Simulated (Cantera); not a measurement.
A perfectly stirred reactor is fed with C₂H₆ : H₂ = 1 : 5 (molar parts), at 750 Torr; it is held at 1875 K, and followed from long to short residence time.

Detailed kinetics in Cantera: GRI-Mech 3.0 (53 species, 325 reactions). GRI-Mech 3.0 stops at C3 and has no aromatics, soot or wall deposition, so with more carbon than oxygen in the feed, carbon stays in small species such as C2H2 where larger ones or solid carbon would form.

### Question
What does this change do: C2H6 1 to 0.16 parts?

### Answer
```
quantity                  before     after
----------------------  --------  --------
x(C₂H₆) at τ = 3.90 s    1.44e-6   3.75e-7
x(H₂) at τ = 3.90 s        0.868     0.967
x(H) at τ = 3.90 s      0.000616  0.000650
x(C₂H₄) at τ = 3.90 s    0.00147  0.000358
x(C₂H₂) at τ = 3.90 s      0.120    0.0262
x(C₂H₆) at τ = 40.0 ms   2.89e-5   5.99e-6
x(H₂) at τ = 40.0 ms       0.853     0.962
x(H) at τ = 40.0 ms     0.000650  0.000674
x(C₂H₄) at τ = 40.0 ms   0.00152  0.000329
x(C₂H₂) at τ = 40.0 ms     0.111    0.0215
```

### Question
What does this change do: temperature 1875 to 1748 K?

### Answer
| quantity | before | after |
|---|---|---|
| x(C₂H₆) at τ = 3.90 s | 1.44e-6 | 5.96e-6 |
| x(H₂) at τ = 3.90 s | 0.868 | 0.859 |
| x(H) at τ = 3.90 s | 0.000616 | 0.000214 |
| x(C₂H₄) at τ = 3.90 s | 0.00147 | 0.00327 |
| x(C₂H₂) at τ = 3.90 s | 0.120 | 0.113 |
| x(C₂H₆) at τ = 40.0 ms | 2.89e-5 | 9.56e-5 |
| x(H₂) at τ = 40.0 ms | 0.853 | 0.834 |
| x(H) at τ = 40.0 ms | 0.000650 | 0.000250 |
| x(C₂H₄) at τ = 40.0 ms | 0.00152 | 0.00339 |
| x(C₂H₂) at τ = 40.0 ms | 0.111 | 0.0979 |

### Question
What does this change do: 0.51 parts H2O added?

### Answer
```csv
quantity,before,after
x(C₂H₆) at τ = 3.90 s,1.44e-6,1.04e-6
x(H₂) at τ = 3.90 s,0.868,0.853
x(H) at τ = 3.90 s,0.000616,0.000611
x(C₂H₄) at τ = 3.90 s,0.00147,0.000957
x(C₂H₂) at τ = 3.90 s,0.120,0.0793
x(C₂H₆) at τ = 40.0 ms,2.89e-5,2.67e-5
x(H₂) at τ = 40.0 ms,0.853,0.811
x(H) at τ = 40.0 ms,0.000650,0.000634
x(C₂H₄) at τ = 40.0 ms,0.00152,0.00124
x(C₂H₂) at τ = 40.0 ms,0.111,0.0934
```
